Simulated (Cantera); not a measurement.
A perfectly stirred reactor is fed with C2H4 : H2 = 1 : 23 (molar parts), at 13300 Pa; it is held at 1350 K, and followed from long to short residence time.

Cantera simulation using GRI-Mech 3.0 (53 species, 325 reactions); the numbers are that mechanism's predictions, not measurements. GRI-Mech 3.0 was tuned for natural gas; its chemistry of ethylene as a main component is partial and can be far from experiment. GRI-Mech 3.0 stops at C3 and has no aromatics, soot or wall deposition, so with more carbon than oxygen in the feed, carbon stays in small species such as C2H2 where larger ones or solid carbon would form.

Task: Predict: x(C2H4) at τ = 22.0 s; x(H2) at τ = 22.0 s; x(CH3) at τ = 22.0 s; x(H) at τ = 22.0 s; x(C2H6) at τ = 22.0 s; x(C2H4) at τ = 43.0 ms; x(H2) at τ = 43.0 ms; x(CH3) at τ = 43.0 ms; x(H) at τ = 43.0 ms; x(C2H6) at τ = 43.0 ms.

Result: 
```json
{
  "x(C2H4) at τ = 22.0 s": "0.00511",
  "x(H2) at τ = 22.0 s": "0.949",
  "x(CH3) at τ = 22.0 s": "5.59e-6",
  "x(H) at τ = 22.0 s": "1.28e-5",
  "x(C2H6) at τ = 22.0 s": "1.57e-5",
  "x(C2H4) at τ = 43.0 ms": "0.0335",
  "x(H2) at τ = 43.0 ms": "0.958",
  "x(CH3) at τ = 43.0 ms": "3.14e-7",
  "x(H) at τ = 43.0 ms": "1.97e-5",
  "x(C2H6) at τ = 43.0 ms": "8.93e-5"
}
```
